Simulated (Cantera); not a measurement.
## CF4 + HCl + H2 (fluorocarbon and chlorocarbon gases)

Input: 1 mol CF4, 0.37 mol HCl, 0.24 mol H2, equilibrated at 0.0440 bar.

Cantera equilibrium calculation (NASA polynomials, part measured and part estimated; ideal gas, pure solids and liquids). Candidate condensed phases: C, C6H6, C7H8, C8H18; 118 gas species. Gases not in the tables: C2F6 and larger saturated fluorocarbons. The numbers say what is thermodynamically allowed, not how fast it happens.

| T (K) | x CF4 | x HF | x HCl | x Cl | x Cl2 | n C(graphite) |
|---|---|---|---|---|---|---|
| 1023 | 0.488 | 0.318 | 0.169 | 0.000348 | 0.0180 | 0.136 |
| 1098 | 0.479 | 0.338 | 0.146 | 0.00117 | 0.0278 | 0.145 |
| 1173 | 0.471 | 0.357 | 0.124 | 0.00325 | 0.0370 | 0.154 |
| 1248 | 0.462 | 0.375 | 0.103 | 0.00768 | 0.0442 | 0.163 |
| 1323 | 0.454 | 0.389 | 0.0845 | 0.0159 | 0.0485 | 0.171 |
| 1398 | 0.445 | 0.400 | 0.0680 | 0.0295 | 0.0490 | 0.178 |
| 1473 | 0.436 | 0.409 | 0.0534 | 0.0493 | 0.0453 | 0.184 |
| 1548 | 0.426 | 0.414 | 0.0406 | 0.0743 | 0.0381 | 0.190 |
| 1623 | 0.417 | 0.417 | 0.0297 | 0.102 | 0.0287 | 0.195 |
| 1698 | 0.408 | 0.418 | 0.0209 | 0.127 | 0.0195 | 0.199 |
| 1773 | 0.400 | 0.419 | 0.0142 | 0.146 | 0.0122 | 0.200 |
| 1848 | 0.391 | 0.418 | 0.00954 | 0.160 | 0.00722 | 0.199 |
x: gas mole fraction; n: condensed amount in mol.

From 1023 K to 1848 K the condensed part is C(graphite). The main C-bearing gas is CF4 throughout. The share of C in condensed phases is highest at 1773 K (20.0 %) and lowest at 1023 K (13.6 %).
